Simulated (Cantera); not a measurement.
Charge: 1 mol CH₃F, 0.88 mol F₂, held at 2425 K and 1.00 bar.

Cantera equilibrium calculation (NASA polynomials, part measured and part estimated; ideal gas, pure solids and liquids). Candidate condensed phases: C, C₆H₆, C₇H₈, C₈H₁₈; 95 gas species. Equilibrium is a limit: real reactors are often held back by kinetics, nucleation or transport.

Base state: HF 0.956, H₂ 0.0396, H 0.00356, C₂H₂ (acetylene) 0.000309, F 0.000147 (mole fractions); condensed: C(graphite).

Question: What changes in the equilibrium state with this change: pressure from 1.00 bar to 0.000540 bar?

Answer: 
```csv
species,before,after
HF,0.956,0.904
H,0.00356,0.0739
F,0.000147,0.0124
H₂,0.0396,0.00920
C₃,1.49e-7,0.000276
C₂,1.35e-8,2.51e-5
C,5.75e-8,0.000106
"C(graphite), mol",0.998,0.995
```
